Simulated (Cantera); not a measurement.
Feed: 1 mol SiHCl3, 9.4 mol NH3, equilibrated at 1077 °C and 92000 Pa.

Cantera equilibrium calculation (NASA polynomials, part measured and part estimated; ideal gas, pure solids and liquids). Candidate condensed phases: NH4Cl, Si, Si3N4; 28 gas species. The tables' values for SiCl3 are old estimates; treat these amounts as uncertain. The numbers say what is thermodynamically allowed, not how fast it happens.

Base state: H2 0.652, N2 0.201, HCl 0.147, SiCl4 0.000344, SiHCl3 8.72e-5, SiCl3 5.39e-5, SiCl2 4.21e-5, NH3 2.22e-5 (mole fractions); condensed: Si3N4(s).

**Question.** What changes in the equilibrium state with this change: NH3 from 9.4 to 7.1 mol?

**Answer.** 
| species | before | after |
|---|---|---|
| H2 | 0.652 | 0.624 |
| HCl | 0.147 | 0.188 |
| N2 | 0.201 | 0.187 |
| SiCl4 | 0.000344 | 0.00105 |
| SiCl3 | 5.39e-5 | 0.000126 |
| SiHCl3 | 8.72e-5 | 0.000199 |
| SiCl2 | 4.21e-5 | 7.53e-5 |
| Si3N4(s), mol | 0.330 | 0.326 |
